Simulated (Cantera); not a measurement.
An isothermal, constant-pressure homogeneous reactor starts with C2H6 : N2 = 1 : 100 (molar parts), at 1150 K and 13300 Pa.

Detailed kinetics in Cantera: GRI-Mech 3.0 (53 species, 325 reactions). GRI-Mech 3.0 stops at C3 and has no aromatics, soot or wall deposition, so with more carbon than oxygen in the feed, carbon stays in small species such as C2H2 where larger ones or solid carbon would form.

Task: Predict: x(C2H6) at 60.0 s; x(C2H4) at 60.0 s; x(CH4) at 60.0 s; x(CH3) at 60.0 s.

Result: 
```json
{
 "x(C2H6) at 60.0 s": "5.63e-7 (gas-phase equilibrium 7.41e-8)",
 "x(C2H4) at 60.0 s": "0.00103 (gas-phase equilibrium 0.000115)",
 "x(CH4) at 60.0 s": "0.000973 (gas-phase equilibrium 0.00150)",
 "x(CH3) at 60.0 s": "7.59e-8 (gas-phase equilibrium 4.43e-8)"
}
```
